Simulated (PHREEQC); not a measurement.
Consider water at 72 °C with 0.028 mol KH2PO4 and 0.012 mol K2HPO4 per kg of water. Closed to the air; pH follows from the charge balance.

Model: ion-association model, wateq4f.dat, run in PHREEQC.

Problem. The ionic strength comes out as 0.0631 mol/kgw. What activity coefficients do K+, H2PO4-, KHPO4-, HPO4-2 get?

Solution. K+ 0.78, H2PO4- 0.80, KHPO4- 0.80, HPO4-2 0.40.

This is a speciation only: nothing precipitates in the calculation. Complexes and solids missing from the database can't appear. H3PO4, which wateq4f.dat lacks, is added to it with the constant of phreeqc.dat. At this temperature some constants are extrapolated from 25 °C, and those without enthalpy data are left unchanged.
